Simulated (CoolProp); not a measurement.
Saturated liquid density (kg/m³) of ethanol: the reference equation beside estimates from Tc = 241.6 °C, pc = 6.268 MPa, ω = 0.644.

Values from CoolProp's reference Helmholtz-energy equation of state, Schroeder 2014.

```json
[
 {"T (°C)": "114.05", "reference": "698.0", "Redlich-Kwong": "525.3", "Peng-Robinson": "659.2"},
 {"T (°C)": "120.65", "reference": "690.0", "Redlich-Kwong": "516.6", "Peng-Robinson": "649.9"},
 {"T (°C)": "127.15", "reference": "681.7", "Redlich-Kwong": "507.7", "Peng-Robinson": "640.3"},
 {"T (°C)": "133.65", "reference": "673.1", "Redlich-Kwong": "498.6", "Peng-Robinson": "630.1"},
 {"T (°C)": "140.25", "reference": "663.9", "Redlich-Kwong": "489.0", "Peng-Robinson": "619.2"},
 {"T (°C)": "146.75", "reference": "654.4", "Redlich-Kwong": "479.2", "Peng-Robinson": "608.0"},
 {"T (°C)": "153.25", "reference": "644.4", "Redlich-Kwong": "469.0", "Peng-Robinson": "596.0"},
 {"T (°C)": "159.85", "reference": "633.7", "Redlich-Kwong": "458.3", "Peng-Robinson": "583.1"},
 {"T (°C)": "166.35", "reference": "622.6", "Redlich-Kwong": "447.2", "Peng-Robinson": "569.7"},
 {"T (°C)": "172.95", "reference": "610.9", "Redlich-Kwong": "435.5", "Peng-Robinson": "555.1"},
 {"T (°C)": "179.45", "reference": "598.7", "Redlich-Kwong": "423.5", "Peng-Robinson": "539.7"},
 {"T (°C)": "185.95", "reference": "585.8", "Redlich-Kwong": "410.8", "Peng-Robinson": "523.1"},
 {"T (°C)": "192.55", "reference": "571.9", "Redlich-Kwong": "397.1", "Peng-Robinson": "505.0"}
]
```

Absolute difference from the reference over all 13 rows, mean and median: Redlich-Kwong 27.4 and 27.2 %, Peng-Robinson 7.9 and 7.5 %.
